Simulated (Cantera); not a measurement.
A closed system holds: 1 mol borazine, 170 mol H2, held at 100 Torr.

Equilibrium computed with Cantera from the NASA thermochemical tables; the gas is ideal and each condensed phase is pure. Candidate condensed phases: B, BN; 15 gas species. The feed counts by its element totals alone. Mutual solubility and eutectic melting of coexisting phases are not modelled. Gases not in the tables: B2H6 and higher boranes. The numbers say what is thermodynamically allowed, not how fast it happens.

Q: Which condensed phases are stable at each of these points (T (K)): 1723, 1798, 1873, 1948, 2023, 2098, 2173, 2248, 2323, 2398, 2473?

A: 
```tsv
T (K)	condensed phases	B condensed (%)
1723	BN(s)	99.7
1798	BN(s)	99.4
1873	B(s) + BN(s)	98.7
1948	B(s) + BN(s)	97.9
2023	B(s) + BN(s)	96.8
2098	B(s) + BN(s)	95.3
2173	B(s)	93.1
2248	B(s)	90.1
2323	B(s)	86.1
2398	B(l)	81.5
2473	B(l)	75.9
```

From 1723 K to 1798 K the condensed part is BN(s). From 1873 K to 2098 K the condensed part is B(s) + BN(s). From 2173 K to 2323 K the condensed part is B(s). From 2398 K to 2473 K the condensed part is B(l). The share of B in condensed phases is highest at 1723 K (99.7 %) and lowest at 2473 K (75.9 %).
